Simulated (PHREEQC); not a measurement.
Dissolve 0.21 mol/kgw HI at 79 °C. Closed to the air; pH follows from the charge balance.

Model: ion-association model, wateq4f.dat, run in PHREEQC.

The pH is 0.79, the ionic strength is 0.210 mol/kgw and the activity of water comes out as 0.993. The total alkalinity comes out as -210 meq/kg.

```
species  molality  activity   log γ
-------  --------  --------  ------
H+          0.210     0.163  -0.109
I-          0.210     0.151  -0.143
```

Precipitation was switched off in this run. Complexes and solids missing from the database can't appear. Away from 25 °C the constants follow the database's enthalpies or fits; those with neither stay at their 25 °C values.
